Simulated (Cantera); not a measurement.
# Stirred combustor or abatement burner

A perfectly stirred reactor is fed with 1.96 % C3H8, 8.91 % O2, 89.1 % N2, equivalence ratio 1.1, at 0.940 bar; it is adiabatic with a 550 K inlet, and is followed from long to short residence time, starting on the burning branch (τ in s: 0.25, 0.074, 0.022, 0.0065, 0.0019, 0.00058, 0.00017, 5.1e-05, 1.5e-05, 4.5e-06).

Detailed kinetics in Cantera: GRI-Mech 3.0 (53 species, 325 reactions). GRI-Mech 3.0 was tuned for natural gas; its chemistry of propane as a main component is partial and can be far from experiment.

| τ (s) | T (K) | x C3H8 | x O2 | x HO2 | x HCO | x CH2 | x CH2CO | x H |
|---|---|---|---|---|---|---|---|---|
| 0.25 | 1540 | 9.45e-7 | 0.000200 | 7.97e-8 | 2.98e-8 | 1.64e-7 | 3.68e-7 | 0.000441 |
| 0.074 | 1533 | 1.91e-6 | 0.000448 | 1.86e-7 | 8.45e-8 | 3.25e-7 | 5.91e-7 | 0.000761 |
| 0.022 | 1520 | 4.19e-6 | 0.00100 | 4.30e-7 | 2.47e-7 | 6.36e-7 | 1.33e-6 | 0.00120 |
| 0.0065 | 1497 | 1.05e-5 | 0.00226 | 1.05e-6 | 7.65e-7 | 1.28e-6 | 3.93e-6 | 0.00169 |
| 0.0019 | 550 | 0.0196 | 0.0891 | <1e-12 | <1e-12 | <1e-12 | <1e-12 | <1e-12 |
| 0.00058 | 550 | 0.0196 | 0.0891 | <1e-12 | <1e-12 | <1e-12 | <1e-12 | <1e-12 |
| 0.00017 | 550 | 0.0196 | 0.0891 | <1e-12 | <1e-12 | <1e-12 | <1e-12 | <1e-12 |
| 5.1e-5 | 550 | 0.0196 | 0.0891 | <1e-12 | <1e-12 | <1e-12 | <1e-12 | <1e-12 |
| 1.5e-5 | 550 | 0.0196 | 0.0891 | <1e-12 | <1e-12 | <1e-12 | <1e-12 | <1e-12 |
| 4.5e-6 | 550 | 0.0196 | 0.0891 | <1e-12 | <1e-12 | <1e-12 | <1e-12 | <1e-12 |
x: mole fraction; the columns are a selection and need not sum to one.
